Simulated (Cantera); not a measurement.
What does this Cantera script print?

```python
import numpy as np
import cantera as ct

gas_names = """
    B BF BF2 BF3 BH BHF2 BH2 BH3 BO BOF BOF2 BO2 B2 B2O B2O2 B2O3 B3O3F3 B3O3H3 F FO FO2 F2 F2O H HBO
    HBO2 HF HOF HO2 H2 H2F2 H2O H2O2 H3B3O6 H3F3 H4F4 H5F5 H6F6 H7F7 O OH O2 O3
""".split()
cond_names = """
    B(b) B(L) B2O3(L) B3O3H3(cr) H2O(s) H2O(L)
""".split()


def load(file, names, dense=False):
    # The tables refer to 1 bar. Condensed volumes are neglected.
    table = {s.name: s for s in ct.Species.list_from_file(file)}
    out = []
    for n in names:
        d = dict(table[n].input_data)
        d["thermo"] = dict(d["thermo"], **{"reference-pressure": 1e5})
        if dense:
            d["equation-of-state"] = {"model": "constant-volume", "density": "1e6 g/cm^3"}
        out.append(ct.Species.from_dict(d))
    return out


gas = ct.Solution(thermo="ideal-gas", species=load("nasa_gas.yaml", gas_names))
cond = {s.name: ct.Solution(thermo="fixed-stoichiometry", species=[s], name=s.name)
        for s in load("nasa_condensed.yaml", cond_names, dense=True)}
atoms = {
    'BF3': {'B': 1, 'F': 3},
    'H2O': {'H': 2, 'O': 1},
    'H2': {'H': 2},
}
top_T = {}  # K; cautious upper limits of use, not melting points


def equilibrate(T, P, feed):
    n = {}
    for name, mol in feed.items():
        for a, k in atoms[name].items():
            n[a] = n.get(a, 0.0) + k * mol
    gas.TPX = T, P, n
    mass = sum(n.values()) * gas.mean_molecular_weight
    gas.equilibrate("TP")
    valid = [c for c in cond.values() if c.min_temp <= T <= top_T.get(c.name, c.max_temp)]
    mix = ct.Mixture([(gas, mass / gas.mean_molecular_weight)] + [(c, 0.0) for c in valid])
    mix.T, mix.P = T, P
    mix.equilibrate("TP", solver="vcs", rtol=1e-11, max_steps=5000)
    return mix


results = []
feed = {'BF3': 1, 'H2O': 14, 'H2': 100}  # mol
T = 1350  # K
P = 360  # Pa
mix = equilibrate(T, P, feed)
results.append((T, P, feed, dict(zip(mix.species_names, mix.species_moles))))
x = sorted(zip(gas.X, gas.species_names), reverse=True)
print(f"T = {T:g} K  P = {P:g} Pa  gas = {mix.phase_moles(0):.4g} mol")
print("   x: " + "  ".join(f"{s} {v:.3e}" for v, s in x if v > 1e-05))
print("   condensed (mol): " + ("  ".join(f"{mix.phase(i).name} {mix.phase_moles(i):.4g}"
      for i in range(1, mix.n_phases) if mix.phase_moles(i) > 1e-12) or "none"))
```

Output:

```
T = 1350 K  P = 360 Pa  gas = 116 mol
   x: H2 8.620e-01  H2O 1.069e-01  HF 2.242e-02  HBO2 5.165e-03  BOF 3.431e-03  H 3.688e-05
   condensed (mol): none
```

Equilibrium computed with Cantera from the NASA thermochemical tables; the gas is ideal and each condensed phase is pure. Gases not in the tables: H3BO3.
